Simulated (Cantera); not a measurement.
Input: 1 mol CuO, 1.3 mol CH4, 4.8 mol H2, equilibrated at 2248 K and 7.90 bar.

Equilibrium computed with Cantera from the NASA thermochemical tables; the gas is ideal and each condensed phase is pure. Candidate condensed phases: C, C6H6, C7H8, C8H18, Cu, CuO, Cu(OH)2, Cu2O, H2O; 113 gas species. Rates play no part.

Task: What is the equilibrium state?

Result: 
```json
{
  "x(H2)": "0.870",
  "x(CO)": "0.119",
  "x(Cu)": "0.00420",
  "x(C2H2 (acetylene))": "0.00288",
  "x(H)": "0.00244",
  "x(CH4)": "0.00142",
  "x(CH3)": "7.56e-5",
  "x(H2O)": "3.99e-5",
  "x(C2H4)": "3.90e-5",
  "n(C(graphite))": "0.238 mol",
  "n(Cu(l))": "0.964 mol",
  "gas_amount": "8.433 mol"
}
```
